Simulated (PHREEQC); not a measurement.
Make-up at 20 °C: 30 mmol/kgw CuCl2, 0.14 mmol/kgw HCl and 30 mmol/kgw H3BO3. Closed to the air; pH follows from the charge balance.

Model: ion-association model, phreeqc.dat, run in PHREEQC.

```csv
quantity,before,after
pH,3.92,3.93
ionic strength (mol/kgw),0.0871,0.106
Cu+2 (mol/kgw),0.0285,0.0281
CuCl+ (mol/kgw),0.00146,0.00182
CuCl2 (mol/kgw),2.60e-5,4.14e-5
CuOH+ (mol/kgw),1.28e-6,1.23e-6
```

**Question.** What was changed between the two runs?
A. 0.02 mol/kgw KCl added
B. HCl from 0.00014 to 0.000126 mol/kgw
C. CuCl2 from 0.03 to 0.006 mol/kgw
D. CuCl2 from 0.03 to 0.3 mol/kgw

**Answer.** A, 0.02 mol/kgw KCl added

No solid was allowed to form.
